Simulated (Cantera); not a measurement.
A closed system holds: 1 mol CaO, 2.6 mol H₂S, 0.43 mol H₂O, at 101000 Pa.

Equilibrium computed with Cantera from the NASA thermochemical tables; the gas is ideal and each condensed phase is pure. Candidate condensed phases: Ca, CaO, Ca(OH)₂, CaS, CaSO₄, H₂O, H₂SO₄, S; 25 gas species. Kinetics and transport are ignored. All values below are at 1650 K.

Base state: H₂O 0.397, H₂ 0.276, H₂S 0.187, S₂ 0.128, SH 0.00524, SO₂ 0.00436, SO 0.000819, S₂O 0.000690 (mole fractions); condensed: CaS(s).

**Question.** What changes in the equilibrium state with this change: H₂O from 0.43 to 4.9 mol?

**Answer.** 
```json
[
 {"species": "H₂O", "before": "0.397", "after": "0.683"},
 {"species": "H₂", "before": "0.276", "after": "0.170"},
 {"species": "H₂S", "before": "0.187", "after": "0.0714"},
 {"species": "SO₂", "before": "0.00436", "after": "0.0213"},
 {"species": "S₂", "before": "0.128", "after": "0.0496"},
 {"species": "SH", "before": "0.00524", "after": "0.00255"},
 {"species": "SO", "before": "0.000819", "after": "0.00143"},
 {"species": "S", "before": "7.06e-5", "after": "4.39e-5"},
 {"species": "H", "before": "4.74e-5", "after": "3.72e-5"},
 {"species": "CaS(s), mol", "before": "1.00", "after": "1.000"}
]
```

**Question.** What changes in the equilibrium state with this change: pressure from 101000 Pa to 1200 Pa?

**Answer.** 
| species | before | after |
|---|---|---|
| H₂ | 0.276 | 0.417 |
| H₂O | 0.397 | 0.340 |
| S₂ | 0.128 | 0.178 |
| H₂S | 0.187 | 0.0361 |
| SO₂ | 0.00436 | 0.0152 |
| H | 4.74e-5 | 0.000535 |
| S | 7.06e-5 | 0.000762 |
| OH | 3.08e-6 | 1.97e-5 |
| CaS(s), mol | 1.00 | 1.000 |
